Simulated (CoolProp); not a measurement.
Vapour-liquid equilibrium of propane (1) + isobutane (2) at 0.577 bar; x and y are mole fractions of (1).

Values from CoolProp's multi-fluid Helmholtz-energy mixture model, Lemmon 2009 and Bücker 2006; pair parameters Kunz 2012.

| x | bubble temperature, mixture model (K) | bubble temperature, Raoult's law (K) | y, mixture model | y, Raoult's law |
|---|---|---|---|---|
| 0.05 | 245.2 | 245.2 | 0.154 | 0.157 |
| 0.125 | 241.7 | 241.6 | 0.334 | 0.342 |
| 0.2 | 238.6 | 238.5 | 0.470 | 0.482 |
| 0.275 | (withheld) | 235.7 | 0.577 | 0.590 |
| 0.35 | (withheld) | 233.2 | 0.663 | 0.676 |
| 0.425 | 231.3 | 231.0 | (withheld) | 0.744 |
| 0.5 | 229.3 | 228.9 | 0.790 | 0.800 |
| 0.575 | 227.4 | 227.1 | 0.839 | 0.846 |
| 0.65 | 225.7 | 225.4 | 0.879 | 0.884 |
| 0.725 | 224.1 | 223.9 | 0.914 | 0.917 |
| 0.8 | 222.6 | 222.4 | 0.943 | 0.944 |
| 0.875 | 221.1 | 221.1 | (withheld) | 0.968 |
| 0.95 | 219.8 | 219.8 | 0.988 | 0.988 |

Q: Complete the blanks.

A: 
- 0.275, bubble temperature, mixture model (K): 235.9
- 0.35, bubble temperature, mixture model (K): 233.5
- 0.425, y, mixture model: 0.733
- 0.875, y, mixture model: 0.967

The largest gap from Raoult's law is +0.4 K in bubble temperature, at x = 0.5. No azeotrope shows between x = 0.05 and 0.95.

The pair parameters rest on a limited set of measurements; away from them the model extrapolates.
